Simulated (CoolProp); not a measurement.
Octamethylcyclotetrasiloxane (D4) along the isotherm 620 K: Z from the reference equation and from simpler models built on Tc = 586.5 K, pc = 13.47 bar, ω = 0.598; each cubic takes its own stable root.

Values from CoolProp's reference Helmholtz-energy equation of state, Thol 2015.

```
p (bar)  phase  reference
-------  -----  ---------
0.481      gas     0.9898
0.962      gas     0.9795
1.44       gas     0.9691
1.92       gas     0.9585
2.41       gas     0.9476
2.89       gas     0.9367
3.37       gas     0.9257
3.85       gas     0.9146
4.33       gas     0.9032
4.81       gas     0.8918
5.29       gas     0.8801
5.77       gas     0.8683
6.25       gas     0.8563
6.74       gas     0.8438
```

**Question.** How far does each simpler model (Pitzer virial, van der Waals, Redlich-Kwong, Soave-Redlich-Kwong, Peng-Robinson) lie from the reference over these 14 states: mean and median of the absolute difference, and the worst?

**Answer.** 
- Pitzer virial: mean 0.5 %, median 0.4 %, worst +1.6 % at 620 K and 6.74 bar
- van der Waals: mean 0.6 %, median 0.7 %, worst +1.1 % at 620 K and 6.74 bar
- Redlich-Kwong: mean 0.2 %, median 0.2 %, worst -0.4 % at 620 K and 6.74 bar
- Soave-Redlich-Kwong: mean 0.5 %, median 0.4 %, worst +1.0 % at 620 K and 6.74 bar
- Peng-Robinson: mean 0.6 %, median 0.6 %, worst -1.0 % at 620 K and 6.74 bar
